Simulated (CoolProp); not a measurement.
Saturated liquid density (kg/m³) of ethylene: the reference equation beside estimates from Tc = 9.2 °C, pc = 5.042 MPa, ω = 0.087. Rackett uses Z = 0.29056 − 0.08775 ω.

The numbers come from the reference Helmholtz-energy equation of state, Smukala 2000 in CoolProp.

```csv
T (°C),reference,Rackett,van der Waals,Redlich-Kwong,Soave-Redlich-Kwong,Peng-Robinson
-129.85,603.6,597.1,393.3,583.7,582.1,655.4
-122.35,593.5,587.5,387.3,573.7,572.7,645.4
-114.85,583.2,577.7,381.1,563.2,562.9,634.9
-107.35,572.7,567.6,374.6,552.2,552.6,623.8
-99.85,562.0,557.2,367.9,540.6,541.7,612.0
-92.35,551.0,546.5,360.8,528.4,530.2,599.4
-84.85,539.7,535.4,353.5,515.6,518.0,586.1
-77.35,528.0,524.0,345.8,502.0,505.1,571.9
-69.85,515.8,512.0,337.8,487.7,491.3,556.6
-62.35,503.1,499.6,329.3,472.5,476.7,540.3
-54.85,489.8,486.5,320.2,456.3,460.9,522.6
-47.35,475.7,472.6,310.6,439.0,444.0,503.5
```

Absolute difference from the reference over all 12 rows, mean and median: Rackett 0.8 and 0.8 %, van der Waals 34.6 and 34.6 %, Redlich-Kwong 4.8 and 4.3 %, Soave-Redlich-Kwong 4.4 and 3.9 %, Peng-Robinson 8.1 and 8.6 %.
